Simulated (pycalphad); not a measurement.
All values are pycalphad results on the COST 507 light-alloy database (1999) (1 atm), not direct measurements. These are 1990s assessments: newer ones move some temperatures and phases.

Molar enthalpy of Al-1.28Fe-7.69Si (at.%) in equilibrium (SER reference):

```csv
T (K),H (kJ/mol),phases
1850,58.48,LIQUID
1770,55.96,LIQUID
1690,53.43,LIQUID
1610,50.91,LIQUID
1530,48.39,LIQUID
1450,45.87,LIQUID
1370,43.35,LIQUID
1290,40.83,LIQUID
1210,38.32,LIQUID
1130,35.80,LIQUID
1050,33.29,LIQUID
970,30.79,LIQUID
930,29.53,LIQUID
890,27.44,LIQUID + ALFESI_BETA
810,12.86,FCC_A1 + ALFESI_BETA + DIAMOND_A4
770,11.51,FCC_A1 + ALFESI_BETA + DIAMOND_A4
730,10.22,FCC_A1 + ALFESI_BETA + DIAMOND_A4
650,7.79,FCC_A1 + ALFESI_BETA + DIAMOND_A4
570,5.50,FCC_A1 + ALFESI_BETA + DIAMOND_A4
```

Cooling from 930 K to 810 K, across the freezing range, releases 16.7 kJ/mol, or 608 J/g. The slope is 31 J/(mol K) in the liquid and 34 J/(mol K) just below the solidus, where it includes any heat of precipitation. Liquidus 928 K, solidus 849 K. Changes were sought between steps of 40 K, so a narrower field can be missed.

Database names, with the compositions (at.%) that they take in these runs: ALFESI_BETA: Al 70 Fe 15 Si 15. FCC_A1 is fcc; DIAMOND_A4 is diamond (Si).
